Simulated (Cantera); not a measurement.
A closed system holds: 1 mol SiH₂Cl₂, 0.72 mol N₂O, 0.56 mol O₂, equilibrated at 1948 K and 10.0 mbar.

Equilibrium computed with Cantera from the NASA thermochemical tables; the gas is ideal and each condensed phase is pure. Candidate condensed phases: H₂O, NH₄Cl, Si, SiO₂, Si₂N₂O, Si₃N₄; 47 gas species. The tables' values for SiCl₃, SiO₂ are old estimates; treat these amounts as uncertain. The tables hold silica as quartz up to 1696 K and as liquid above; real silica turns to tridymite and cristobalite and melts near 1996 K. Kinetics and transport are ignored.

Base state: HCl 0.639, N₂ 0.245, SiO 0.0545, Cl 0.0397, H₂ 0.0186, H 0.00154, H₂O 0.00107, SiCl₂ 0.000422 (mole fractions); condensed: SiO₂(condensed).

Problem. What changes in the equilibrium state with this change: O₂ from 0.56 to 0.052 mol?

Solution. 
```json
[
 {"species": "HCl", "before": "0.639", "after": "0.443"},
 {"species": "SiO", "before": "0.0545", "after": "0.231"},
 {"species": "N₂", "before": "0.245", "after": "0.202"},
 {"species": "SiCl₂", "before": "0.000422", "after": "0.0466"},
 {"species": "H₂", "before": "0.0186", "after": "0.0571"},
 {"species": "Cl", "before": "0.0397", "after": "0.0157"},
 {"species": "Si", "before": "1.75e-8", "after": "1.24e-5"},
 {"species": "SiCl", "before": "3.16e-7", "after": "8.81e-5"},
 {"species": "H₂O", "before": "0.00107", "after": "1.96e-5"},
 {"species": "SiCl₃", "before": "5.49e-5", "after": "0.00240"},
 {"species": "SiO₂", "before": "1.02e-5", "after": "2.58e-7"},
 {"species": "SiO₂(condensed), mol", "before": "0.838", "after": "0"}
]
```
The tables' values for SiCl₃, SiCl are old estimates; treat these amounts as uncertain.

Problem. What changes in the equilibrium state with this change: temperature from 1948 K to 1773.15 K?

Solution. 
| species | before | after |
|---|---|---|
| HCl | 0.639 | 0.670 |
| N₂ | 0.245 | 0.255 |
| SiO | 0.0545 | 0.0329 |
| Cl | 0.0397 | 0.0106 |
| H₂ | 0.0186 | 0.0192 |
| SiCl₄ | 8.91e-6 | 0.00109 |
| SiCl₃ | 5.49e-5 | 0.00234 |
| SiO₂ | 1.02e-5 | 3.03e-7 |
| SiCl₂ | 0.000422 | 0.00850 |
| SiO₂(condensed), mol | 0.838 | 0.873 |
The tables' values for SiCl₃ are old estimates; treat these amounts as uncertain.
